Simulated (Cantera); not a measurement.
# Metals in furnace atmospheres: Fe + H₂O + N₂

Charge: 1 mol Fe, 0.79 mol H₂O, 63 mol N₂, held at 20.0 bar.

Method: chemical equilibrium by Gibbs-energy minimisation in Cantera with the NASA 1993 tables (ideal gas, pure condensed phases). Candidate condensed phases: Fe, FeO, Fe(OH)₂, Fe(OH)₃, Fe₂O₃, Fe₃O₄, H₂O; 27 gas species. Each liquid is taken as pure. Mutual solubility and eutectic melting of coexisting phases are not modelled. The tables' stoichiometric FeO is somewhat more stable than real wüstite, so its field is too wide. FeO: taken at fixed stoichiometry. Rates play no part.

```csv
T (K),x N₂,x H₂,x H₂O,x H,x Fe,x Fe(OH)₂,x OH,x NH₃,n Fe(γ),n FeO(s),n Fe(δ),n FeO(l),n Fe(l)
1648,0.988,0.00839,0.00399,1.82e-6,1.30e-7,2.24e-7,3.90e-8,6.31e-7,0.465,0.535,0,0,0
1673,0.988,0.00841,0.00397,2.33e-6,2.01e-7,2.65e-7,5.31e-8,5.95e-7,0,0,0.464,0.536,0
1698,0.988,0.00843,0.00395,2.97e-6,3.04e-7,3.10e-7,7.16e-8,5.62e-7,0,0,0.462,0.538,0
1723,0.988,0.00845,0.00393,3.75e-6,4.56e-7,3.60e-7,9.57e-8,5.33e-7,0,0,0.461,0.539,0
1748,0.988,0.00847,0.00391,4.70e-6,6.76e-7,4.18e-7,1.27e-7,5.05e-7,0,0,0.460,0.540,0
1773,0.988,0.00849,0.00389,5.86e-6,9.89e-7,4.82e-7,1.67e-7,4.80e-7,0,0,0.458,0.541,0
1798,0.988,0.00850,0.00387,7.26e-6,1.43e-6,5.53e-7,2.17e-7,4.57e-7,0,0,0.457,0.543,0
1823,0.988,0.00850,0.00387,8.93e-6,2.04e-6,6.35e-7,2.83e-7,4.34e-7,0,0,0,0.543,0.457
1848,0.988,0.00849,0.00389,1.09e-5,2.85e-6,7.30e-7,3.68e-7,4.12e-7,0,0,0,0.542,0.458
1873,0.988,0.00848,0.00390,1.33e-5,3.95e-6,8.35e-7,4.74e-7,3.91e-7,0,0,0,0.541,0.459
1898,0.988,0.00846,0.00391,1.61e-5,5.43e-6,9.51e-7,6.08e-7,3.72e-7,0,0,0,0.540,0.459
1923,0.988,0.00845,0.00392,1.94e-5,7.40e-6,1.08e-6,7.73e-7,3.55e-7,0,0,0,0.540,0.460
```
x: gas mole fraction; n: condensed amount in mol.

At 1648 K the condensed part is Fe(γ) + FeO(s). From 1673 K to 1798 K the condensed part is Fe(δ) + FeO(l). From 1823 K to 1923 K the condensed part is Fe(l) + FeO(l). The main Fe-bearing gas is Fe(OH)₂ at 1648 K and Fe at 1923 K.
